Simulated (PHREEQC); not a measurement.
0.039 g of hydrous ferric oxide (600 m²/g; 0.2 weak and 0.005 strong sites per Fe, Dzombak-Morel constants, diffuse double layer) in 1 kg of water with 0.01 mol/kgw of an inert sodium salt and 9.7e-06 mol/kgw Na2HAsO4 and 1e-05 mol/kgw NiCl2, at 25 °C; the pH is set by adding NaOH or the inert anion's acid. Oxygen alone is held at its pressure in air (log pO2 = -0.68). CO2 from the air is kept out. Nothing may precipitate in this run.

Base run: PHREEQC, ion-association model, wateq4f.dat. Each further column changes one thing. The table gives Ni sorbed (%).

| pH | base | no electrostatic term (-no_edl) | background salt from 0.01 to 0.001 mol/kgw | oxide from 0.039 to 0.2 g/kgw |
|---|---|---|---|---|
| 4 | 0.0 | 0.0 | 0.0 | 0.0 |
| 4.5 | 0.0 | 0.0 | 0.0 | 0.0 |
| 5 | 0.1 | 0.2 | 0.1 | 0.3 |
| 5.5 | 0.7 | [?] | [?] | 2.6 |
| 6 | 5.1 | 9.6 | [?] | 15.9 |
| 6.5 | 17.6 | 23.8 | 18.9 | 51.9 |
| 7 | 36.9 | [?] | 40.2 | [?] |
| 7.5 | 75.3 | 79.8 | 79.2 | 97.7 |
| 8 | 96.1 | 93.6 | 97.0 | 99.7 |
| 8.5 | 99.5 | [?] | 99.6 | 100.0 |
| 9 | 99.9 | [?] | 99.9 | 100.0 |
| 9.5 | 100.0 | 98.4 | 100.0 | 100.0 |
| 10 | 100.0 | 94.2 | 100.0 | 100.0 |

Fill in the missing entries.


- 5.5, no electrostatic term (-no_edl): 1.6
- 5.5, background salt from 0.01 to 0.001 mol/kgw: 0.8
- 6, background salt from 0.01 to 0.001 mol/kgw: 5.8
- 7, no electrostatic term (-no_edl): 48.5
- 7, oxide from 0.039 to 0.2 g/kgw: 85.4
- 8.5, no electrostatic term (-no_edl): 97.6
- 9, no electrostatic term (-no_edl): 98.7

The database has no arsenate complexes of Ni. In at least one series the solution becomes supersaturated in solids that the run did not let form, among them Ni(OH)2.
